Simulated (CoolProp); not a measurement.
Saturation properties of m-xylene (Tc = 616.9 K, pc = 3.535 MPa, ω = 0.326).

The numbers come from the reference Helmholtz-energy equation of state, Zhou 2012 in CoolProp.

| T (K) | p (MPa) | liquid density (kg/m³) | enthalpy of vaporisation (kJ/kg) | vapour Z | liquid viscosity (µPa s) | liquid conductivity (mW/(m K)) |
|---|---|---|---|---|---|---|
| 283.6 | 0.0004572 | 872.3 | 410.1 | 0.9993 | 696 | 133 |
| 296.6 | 0.001021 | 861.2 | 403.0 | 0.9986 | 592 | 130 |
| 309.7 | 0.002116 | 849.9 | 396.1 | 0.9975 | 511 | 127 |
| 322.7 | 0.004072 | 838.5 | 389.2 | 0.9958 | 448 | 124 |
| 335.8 | 0.007412 | 826.9 | 382.4 | 0.9935 | 396 | 120 |
| 348.9 | 0.01279 | 815.2 | 375.5 | 0.9902 | 353 | 117 |
| 361.9 | 0.02099 | 803.3 | 368.5 | 0.9859 | 318 | 113 |
| 375 | 0.03319 | 791.2 | 361.4 | 0.9804 | 287 | 110 |
| 388 | 0.05044 | 778.9 | 354.2 | 0.9736 | 260 | 107 |
| 401.1 | 0.07447 | 766.3 | 346.7 | 0.9652 | 237 | 103 |
| 414.2 | 0.1068 | 753.3 | 338.9 | 0.9551 | 216 | 100 |

It boils at 412.2 K under 1 atm.

Viscosity comes from a separate model (Cao 2016). Thermal conductivity comes from a separate model (Mylona 2014).
